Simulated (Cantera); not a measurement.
# Zr + N2 (tantalum, niobium, vanadium and zirconium in process gases)

Feed: 1 mol Zr, 9.2 mol N2, at 2673 K and 0.0133 bar.

Equilibrium computed with Cantera from the NASA thermochemical tables; the gas is ideal and each condensed phase is pure. Candidate condensed phases: Zr, ZrN; 4 gas species. ZrN: taken at fixed stoichiometry. Kinetics and transport are ignored.

```
Quantity                             Result
--------------------------------  ---------
x(N2)                                 1.000
x(Zr)                               5.31e-5
x(N)                                1.13e-5
n(ZrN(s))                         1.000 mol
gas amount                        8.701 mol
log10 activity of Zr(l) (absent)      -1.37
```
